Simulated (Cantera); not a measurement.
A perfectly stirred reactor is fed with H2 : O2 : N2 = 1.4 : 1 : 11 (molar parts), equivalence ratio 0.70, at 0.217 atm; it is held at 1025 K, and followed from long to short residence time.

Computed with Cantera and the H2/O2 subset of GRI-Mech 3.0, which has no nitrogen chemistry. The temperature is held fixed by assumption; the heat of reaction is taken as removed at once.

```json
[
 {"quantity": "x(H2) at τ = 12.0 s", "before": "0.000110", "after": "0.000452"},
 {"quantity": "x(O2) at τ = 12.0 s", "before": "0.0237", "after": "0.0238"},
 {"quantity": "x(H) at τ = 12.0 s", "before": "2.70e-6", "after": "2.71e-7"},
 {"quantity": "x(O) at τ = 12.0 s", "before": "6.27e-6", "after": "5.71e-7"},
 {"quantity": "x(HO2) at τ = 12.0 s", "before": "1.84e-6", "after": "6.55e-6"},
 {"quantity": "x(H2) at τ = 43.0 ms", "before": "0.00338", "after": "0.00419"},
 {"quantity": "x(O2) at τ = 43.0 ms", "before": "0.0252", "after": "0.0256"},
 {"quantity": "x(H) at τ = 43.0 ms", "before": "0.000674", "after": "6.23e-5"},
 {"quantity": "x(O) at τ = 43.0 ms", "before": "0.000268", "after": "4.25e-5"},
 {"quantity": "x(HO2) at τ = 43.0 ms", "before": "6.43e-6", "after": "1.89e-5"}
]
```

Name the change that produced these shifts.
(A) pressure from 0.217 atm to 0.987 atm
(B) temperature 1025 to 1350 K
(C) pressure from 0.217 atm to 0.720 atm
(D) temperature 1025 to 775 K

C, pressure from 0.217 atm to 0.720 atm
